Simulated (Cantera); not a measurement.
A closed system holds: 1 mol B2H6, 0.85 mol H2O, 0.26 mol O2, equilibrated at 1573.15 K and 0.100 bar.

Equilibrium computed with Cantera from the NASA thermochemical tables; the gas is ideal and each condensed phase is pure. Candidate condensed phases: B, B2O3, B3O3H3, H2O; 23 gas species. The feed counts by its element totals alone. Mutual solubility and eutectic melting of coexisting phases are not modelled. The tables' values for BH2 are old estimates; treat these amounts as uncertain. The numbers say what is thermodynamically allowed, not how fast it happens.

Base state: H2 0.969, HBO 0.0237, B2O2 0.00356, B3O3H3 0.00205, B2O3 0.000900, HBO2 0.000694, H 0.000127, BO 7.28e-5 (mole fractions); condensed: B(s) + B2O3(l).

What changes in the equilibrium state with this change: B2H6 replaced by B?


```
species         before     after
------------  --------  --------
H2               0.969     0.969
HBO             0.0237    0.0237
B2O2           0.00356   0.00356
B2O3          0.000900  0.000900
B3O3H3         0.00205   0.00205
BH2            1.97e-5   1.97e-5
HBO2          0.000694  0.000694
H             0.000127  0.000127
H2O            2.39e-5   2.39e-5
BO             7.28e-5   7.28e-5
B(s), mol         1.04    0.0762
B2O3(l), mol     0.403     0.445
```

What changes in the equilibrium state with this change: pressure from 0.100 bar to 0.420 bar?


| species | before | after |
|---|---|---|
| H2 | 0.969 | 0.983 |
| HBO | 0.0237 | 0.0116 |
| B3O3H3 | 0.00205 | 0.00429 |
| B2O2 | 0.00356 | 0.000849 |
| B2O3 | 0.000900 | 0.000214 |
| BO | 7.28e-5 | 1.73e-5 |
| HBO2 | 0.000694 | 0.000341 |
| B(s), mol | 1.04 | 1.05 |
| B2O3(l), mol | 0.403 | 0.421 |
